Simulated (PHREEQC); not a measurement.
Consider water at 33 °C with 0.0061 mol NaHCO3 and 0.11 mol KOH per kg of water. Closed to the air; pH follows from the charge balance.

Model: ion-association model, phreeqc.dat, run in PHREEQC.

Q: The ionic strength comes out as 0.121 mol/kgw. What activity coefficients do K+, HCO3-, OH-, NaCO3-, CO3-2 get?

A: K+ 0.75, HCO3- 0.77, OH- 0.74, NaCO3- 0.77, CO3-2 0.36.

Precipitation was switched off in this run. Complexes and solids missing from the database can't appear.
